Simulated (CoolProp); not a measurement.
Properties of CH2F2 (R32) along the isobar 8.93 bar.

Model: reference Helmholtz-energy equation of state, Tillner-Roth 1997, in CoolProp.

| T (°C) | phase | density (kg/m³) | Joule-Thomson coefficient (K/MPa) | Prandtl number |
|---|---|---|---|---|
| -111.35 | liquid | 1368 | -0.3316 | 6.08 |
| -104.65 | liquid | 1351 | -0.3280 | 5.25 |
| -97.95 | liquid | 1335 | -0.3236 | 4.61 |
| -91.25 | liquid | 1318 | -0.3180 | 4.10 |
| -84.55 | liquid | 1301 | -0.3114 | 3.68 |
| -77.75 | liquid | 1284 | -0.3034 | 3.34 |
| -71.05 | liquid | 1266 | -0.2943 | 3.06 |
| -64.35 | liquid | 1249 | -0.2836 | 2.82 |
| -57.65 | liquid | 1231 | -0.2712 | 2.62 |
| -50.95 | liquid | 1212 | -0.2571 | 2.45 |
| -44.25 | liquid | 1194 | -0.2408 | 2.30 |
| -37.55 | liquid | 1175 | -0.2221 | 2.18 |
| -30.75 | liquid | 1155 | -0.2002 | 2.06 |

Viscosity comes from a separate model (Bell 2016), an estimate that may be off by 10 % or more. Thermal conductivity comes from a separate model (Huber 2003), an estimate that may be off by 10 % or more.
